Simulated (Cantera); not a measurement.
A closed system holds: 1 mol Cr, 2.3 mol NH₃, equilibrated at 2398.15 K and 0.350 bar.

Method: chemical equilibrium by Gibbs-energy minimisation in Cantera with the NASA 1993 tables (ideal gas, pure condensed phases). Candidate condensed phases: Cr, CrN, Cr₂N; 11 gas species. The numbers say what is thermodynamically allowed, not how fast it happens.

Base state: H₂ 0.645, N₂ 0.219, Cr 0.114, H 0.0214 (mole fractions); condensed: Cr(l).

### Question
What changes in the equilibrium state with this change: pressure from 0.350 bar to 0.270 Pa?

### Answer
```json
[
 {"species": "H", "before": "0.0214", "after": "0.755"},
 {"species": "N₂", "before": "0.219", "after": "0.128"},
 {"species": "Cr", "before": "0.114", "after": "0.111"},
 {"species": "H₂", "before": "0.645", "after": "0.00619"},
 {"species": "N", "before": "8.64e-8", "after": "2.38e-5"},
 {"species": "Cr(l), mol", "before": "0.398", "after": "0"}
]
```
